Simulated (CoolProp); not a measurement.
Vapour-liquid equilibrium of n-octane (1) + o-xylene (2) at 109.55 °C; x and y are mole fractions of (1).

Model: multi-fluid Helmholtz-energy mixture model, Beckmüller 2019 and Zhou 2012; pair parameters Bell 2016, in CoolProp.

**Question.** Give the bubble pressure and the first vapour's composition at x = 0.25, 0.65, 0.95. Is there an azeotrope?

**Answer.** x = 0.25: 44.22 kPa, y = 0.374; x = 0.65: 54.88 kPa, y = 0.754; x = 0.95: 62.18 kPa, y = 0.968. No azeotrope shows between x = 0.05 and 0.95.

The pair parameters rest on a limited set of measurements; away from them the model extrapolates.
